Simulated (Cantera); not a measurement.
A closed system holds: 1 mol BN, 0.045 mol N₂, at 2375 °C.

Method: chemical equilibrium by Gibbs-energy minimisation in Cantera with the NASA 1993 tables (ideal gas, pure condensed phases). Candidate condensed phases: B, BN; 5 gas species. Rates play no part.

log p: log10 of the partial pressure in bar; n: condensed amount in mol.

```tsv
P (Pa)	log p N₂	log p B	log p BN	log p N	log p B₂	n B(l)	n BN(s)
1	-5.45	-5.19	…	-8.70	-10.38	0	0
10	-4.45	-4.19	…	-8.20	-8.38	0	0
100	-3.18	-3.48	…	-7.56	-6.96	0.728	0
1000	-2.02	-3.48	…	-6.98	-6.96	0.981	0
10000	-1.00	-3.48	…	-6.47	-6.96	0.998	0
100000	0.00	-3.73	-4.25	-5.97	-7.47	0	1.000
1000000	1.00	-4.24	-4.25	-5.47	-8.47	0	1.000
```

**Question.** What belongs in the gaps?

**Answer.** 
- 1, log p BN: -8.43
- 10, log p BN: -6.93
- 100, log p BN: -5.59
- 1000, log p BN: -5.01
- 10000, log p BN: -4.50
